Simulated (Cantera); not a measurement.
A Cantera script and what it prints.

```python
import numpy as np
import cantera as ct

gas_names = """
    C CO CO2 C2 C2O C3 C3O2 C4 C5 Cu CuO Cu2 O O2 O3
""".split()
cond_names = """
    C(gr) Cu(cr) Cu(L) CuO(s) Cu2O(s) Cu2O(L)
""".split()


def load(file, names, dense=False):
    # The tables refer to 1 bar. Condensed volumes are neglected.
    table = {s.name: s for s in ct.Species.list_from_file(file)}
    out = []
    for n in names:
        d = dict(table[n].input_data)
        d["thermo"] = dict(d["thermo"], **{"reference-pressure": 1e5})
        if dense:
            d["equation-of-state"] = {"model": "constant-volume", "density": "1e6 g/cm^3"}
        out.append(ct.Species.from_dict(d))
    return out


gas = ct.Solution(thermo="ideal-gas", species=load("nasa_gas.yaml", gas_names))
cond = {s.name: ct.Solution(thermo="fixed-stoichiometry", species=[s], name=s.name)
        for s in load("nasa_condensed.yaml", cond_names, dense=True)}
atoms = {
    'CuO': {'Cu': 1, 'O': 1},
    'CO': {'C': 1, 'O': 1},
}
top_T = {'C(gr)': 4500, 'CuO(s)': 1390}  # K; cautious upper limits of use, not melting points


def equilibrate(T, P, feed):
    n = {}
    for name, mol in feed.items():
        for a, k in atoms[name].items():
            n[a] = n.get(a, 0.0) + k * mol
    gas.TPX = T, P, n
    mass = sum(n.values()) * gas.mean_molecular_weight
    gas.equilibrate("TP")
    valid = [c for c in cond.values() if c.min_temp <= T <= top_T.get(c.name, c.max_temp)]
    mix = ct.Mixture([(gas, mass / gas.mean_molecular_weight)] + [(c, 0.0) for c in valid])
    mix.T, mix.P = T, P
    mix.equilibrate("TP", solver="vcs", rtol=1e-11, max_steps=5000)
    return mix


results = []
feed = {'CuO': 1, 'CO': 16}  # mol
T = 1248.15  # K
P = 420  # Pa
mix = equilibrate(T, P, feed)
results.append((T, P, feed, dict(zip(mix.species_names, mix.species_moles))))
x = sorted(zip(gas.X, gas.species_names), reverse=True)
print(f"T = {T:g} K  P = {P:g} Pa  gas = {mix.phase_moles(0):.4g} mol")
print("   x: " + "  ".join(f"{s} {v:.3e}" for v, s in x if v > 1e-06))
print("   condensed (mol): " + ("  ".join(f"{mix.phase(i).name} {mix.phase_moles(i):.4g}"
      for i in range(1, mix.n_phases) if mix.phase_moles(i) > 1e-12) or "none"))
```

Output:

```
T = 1248.15 K  P = 420 Pa  gas = 16 mol
   x: CO 9.375e-01  CO2 6.250e-02  Cu 1.053e-05
   condensed (mol): Cu(cr) 0.9998
```

Cantera equilibrium calculation (NASA polynomials, part measured and part estimated; ideal gas, pure solids and liquids).
